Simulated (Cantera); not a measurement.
Feed: 1 mol Si, 0.76 mol Br₂, 0.95 mol N₂, held at 1698.15 K and 1330 Pa.

Cantera equilibrium calculation (NASA polynomials, part measured and part estimated; ideal gas, pure solids and liquids). Candidate condensed phases: Br₂, Si, Si₃N₄; 13 gas species. The tables' values for SiBr₃, SiBr are old estimates; treat these amounts as uncertain. Equilibrium is a limit: real reactors are often held back by kinetics, nucleation or transport.

Base state: N₂ 0.493, SiBr₂ 0.456, Br 0.0425, SiBr₃ 0.00706, SiBr₄ 0.00114, SiBr 0.000796, Br₂ 4.16e-5, Si 1.85e-5 (mole fractions); condensed: Si₃N₄(s).

**Question.** What changes in the equilibrium state with this change: temperature from 1698.15 K to 1200 K?

**Answer.** 
| species | before | after |
|---|---|---|
| N₂ | 0.493 | 0.584 |
| SiBr₄ | 0.00114 | 0.407 |
| SiBr₃ | 0.00706 | 0.00422 |
| SiBr₂ | 0.456 | 0.00299 |
| Br | 0.0425 | 0.00196 |
| SiBr | 0.000796 | <1e-9 |
| Si | 1.85e-5 | <1e-9 |
| Br₂ | 4.16e-5 | 3.02e-5 |
| Si₃N₄(s), mol | 0.0932 | 0.206 |
N₂ is the only nitrogen source here; it is nearly inert below about 1500 K, so the nitride shown seldom forms there in practice. The tables' values for SiBr₃ are old estimates; treat these amounts as uncertain.
